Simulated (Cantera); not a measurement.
Charge: 1 mol CaO, 0.89 mol NF₃, 0.73 mol O₂, held at 96.0 Pa.

Cantera equilibrium calculation (NASA polynomials, part measured and part estimated; ideal gas, pure solids and liquids). Candidate condensed phases: Ca, CaF₂, CaO; 22 gas species. The numbers say what is thermodynamically allowed, not how fast it happens.

Q: Which condensed phases are stable at each of these points (T (K)): 1325, 1375, 1425, 1475, 1525, 1575, 1625, 1675, 1725, 1775?

A: 
```json
[
 {"T (K)": "1325", "condensed phases": "CaF₂(s)", "Ca condensed (%)": "100.0"},
 {"T (K)": "1375", "condensed phases": "CaF₂(s)", "Ca condensed (%)": "100.0"},
 {"T (K)": "1425", "condensed phases": "CaF₂(s)", "Ca condensed (%)": "99.9"},
 {"T (K)": "1475", "condensed phases": "CaF₂(s)", "Ca condensed (%)": "99.7"},
 {"T (K)": "1525", "condensed phases": "CaF₂(s)", "Ca condensed (%)": "99.1"},
 {"T (K)": "1575", "condensed phases": "CaF₂(s)", "Ca condensed (%)": "97.6"},
 {"T (K)": "1625", "condensed phases": "CaF₂(s)", "Ca condensed (%)": "93.8"},
 {"T (K)": "1675", "condensed phases": "CaF₂(s)", "Ca condensed (%)": "84.8"},
 {"T (K)": "1725", "condensed phases": "CaF₂(l)", "Ca condensed (%)": "65.0"},
 {"T (K)": "1775", "condensed phases": "CaF₂(l)", "Ca condensed (%)": "17.7"}
]
```

From 1325 K to 1675 K the condensed part is CaF₂(s). From 1725 K to 1775 K the condensed part is CaF₂(l).
